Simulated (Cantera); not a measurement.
Charge: 1 mol CaCO₃, 0.015 mol C, 0.06 mol O₂, at 0.460 bar.

These are equilibrium values from Cantera (NASA tables, ideal gas, pure condensed phases), not measurements of a reactor. Candidate condensed phases: C, Ca, CaCO₃, CaO; 15 gas species. Rates play no part. All values below are at 2050 K.

Base state: CO₂ 0.939, O₂ 0.0483, CO 0.0125, O 0.000315 (mole fractions); condensed: CaO(s).

Q: What changes in the equilibrium state with this change: O₂ from 0.06 to 0.64 mol?

A: 
```csv
species,before,after
CO₂,0.939,0.615
O₂,0.0483,0.381
CO,0.0125,0.00292
O,0.000315,0.000886
"CaO(s), mol",1.00,1.00
```
